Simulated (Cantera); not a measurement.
An adiabatic, constant-pressure homogeneous reactor starts with 2.85 % C₃H₈, 19.5 % O₂, 73.6 % N₂, 3.99 % H₂O, at 1450 K and 4.93 atm.

Detailed kinetics in Cantera: GRI-Mech 3.0 (53 species, 325 reactions). GRI-Mech 3.0 was tuned for natural gas; its chemistry of propane as a main component is partial and can be far from experiment.

**Question.** Predict: time of steepest temperature rise; temperature at 0.800 s; equilibrium temperature; x(O₂) at 0.800 s; x(H₂O) at 0.800 s; x(H₂O₂) at 0.800 s; x(CO₂) at 0.800 s; x(NO) at 0.800 s.

**Answer.** 
| Property | Value |
|---|---|
| time of steepest temperature rise | 53.9 µs |
| temperature at 0.800 s | 2651 K |
| equilibrium temperature | 2651 K |
| x(O₂) at 0.800 s | 0.0473 (gas-phase equilibrium 0.0473) |
| x(H₂O) at 0.800 s | 0.138 (gas-phase equilibrium 0.138) |
| x(H₂O₂) at 0.800 s | 6.41e-7 (gas-phase equilibrium 6.41e-7) |
| x(CO₂) at 0.800 s | 0.0707 (gas-phase equilibrium 0.0707) |
| x(NO) at 0.800 s | 0.0132 (gas-phase equilibrium 0.0132) |
